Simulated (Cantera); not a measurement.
A closed system holds: 1 mol SiO2, a varied amount of C, 3.5 mol H2, 1.1 mol CH4, held at 2200 °C and 1.00 bar.

Equilibrium computed with Cantera from the NASA thermochemical tables; the gas is ideal and each condensed phase is pure. Candidate condensed phases: C, C6H6, C7H8, C8H18, H2O, Si, SiC, SiO2; 123 gas species. Mutual solubility and eutectic melting of coexisting phases are not modelled. Gases not in the tables: Si2H6 and higher silanes. The numbers say what is thermodynamically allowed, not how fast it happens.

Question: Which condensed phases are stable at each of these points (n(C) (mol)): 0.4, 0.56, 0.77, 1.1, 1.5, 2, 2.7, 3.8, 5.2, 7.2?

Answer: 
```
n(C) (mol)      condensed phases  Si condensed (%)
----------  --------------------  ----------------
0.4               Si(l) + SiC(s)              33.1
0.56              Si(l) + SiC(s)              33.1
0.77                      SiC(s)              40.5
1.1                       SiC(s)              57.4
1.5                       SiC(s)              77.4
2           C(graphite) + SiC(s)              94.3
2.7         C(graphite) + SiC(s)              94.3
3.8         C(graphite) + SiC(s)              94.3
5.2         C(graphite) + SiC(s)              94.3
7.2         C(graphite) + SiC(s)              94.3
```

From 0.4 mol C to 0.56 mol C the condensed part is Si(l) + SiC(s). From 0.77 mol C to 1.5 mol C the condensed part is SiC(s). From 2 mol C to 7.2 mol C the condensed part is C(graphite) + SiC(s).
